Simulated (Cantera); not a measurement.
Charge: 1 mol SiCl4, a varied amount of O3, 1.5 mol H2, held at 2075 K and 0.0440 bar.

Cantera equilibrium calculation (NASA polynomials, part measured and part estimated; ideal gas, pure solids and liquids). Candidate condensed phases: H2O, Si, SiO2; 30 gas species. The tables' values for SiCl3, SiO2 are old estimates; treat these amounts as uncertain. The tables hold silica as quartz up to 1696 K and as liquid above; real silica turns to tridymite and cristobalite and melts near 1996 K. Rates play no part.

x: gas mole fraction; n: condensed amount in mol.

```json
[
 {"n(O3) (mol)": "0.47", "x HCl": "0.731", "x O2": "2.50e-8", "x Cl": "0.155", "x SiO": "0.0758", "x H2O": "0.000131", "x SiCl2": "0.0172", "x SiCl3": "0.0106", "n SiO2(l)": "0.550"},
 {"n(O3) (mol)": "0.63", "x HCl": "0.743", "x O2": "5.00e-7", "x Cl": "0.231", "x SiO": "0.0170", "x H2O": "0.000271", "x SiCl2": "0.00191", "x SiCl3": "0.00176", "n SiO2(l)": "0.910"},
 {"n(O3) (mol)": "0.84", "x HCl": "0.622", "x O2": "0.0414", "x Cl": "0.294", "x SiO": "5.90e-5", "x H2O": "0.0337", "x SiCl2": "3.75e-8", "x SiCl3": "4.40e-8", "n SiO2(l)": "1.000"},
 {"n(O3) (mol)": "1.1", "x HCl": "[?]", "x O2": "[?]", "x Cl": "0.292", "x SiO": "[?]", "x H2O": "[?]", "x SiCl2": "[?]", "x SiCl3": "1.59e-8", "n SiO2(l)": "1.000"},
 {"n(O3) (mol)": "1.5", "x HCl": "0.460", "x O2": "0.206", "x Cl": "0.276", "x SiO": "2.64e-5", "x H2O": "0.0465", "x SiCl2": "6.67e-9", "x SiCl3": "7.36e-9", "n SiO2(l)": "1.000"},
 {"n(O3) (mol)": "2", "x HCl": "0.389", "x O2": "0.298", "x Cl": "0.255", "x SiO": "2.20e-5", "x H2O": "0.0468", "x SiCl2": "3.93e-9", "x SiCl3": "4.00e-9", "n SiO2(l)": "1.000"},
 {"n(O3) (mol)": "2.7", "x HCl": "0.319", "x O2": "0.395", "x Cl": "0.229", "x SiO": "1.91e-5", "x H2O": "0.0452", "x SiCl2": "2.38e-9", "x SiCl3": "2.18e-9", "n SiO2(l)": "1.000"},
 {"n(O3) (mol)": "3.6", "x HCl": "[?]", "x O2": "[?]", "x Cl": "[?]", "x SiO": "1.72e-5", "x H2O": "0.0422", "x SiCl2": "[?]", "x SiCl3": "1.22e-9", "n SiO2(l)": "1.000"},
 {"n(O3) (mol)": "4.8", "x HCl": "0.205", "x O2": "0.570", "x Cl": "0.175", "x SiO": "1.59e-5", "x H2O": "0.0384", "x SiCl2": "9.63e-10", "x SiCl3": "6.72e-10", "n SiO2(l)": "1.000"}
]
```

Q: Fill in the missing entries.

A: 
- 1.1, x HCl: 0.542
- 1.1, x O2: 0.113
- 1.1, x SiO: 3.57e-5
- 1.1, x H2O: 0.0427
- 1.1, x SiCl2: 1.36e-8
- 3.6, x HCl: 0.259
- 3.6, x O2: 0.486
- 3.6, x Cl: 0.202
- 3.6, x SiCl2: 1.51e-9
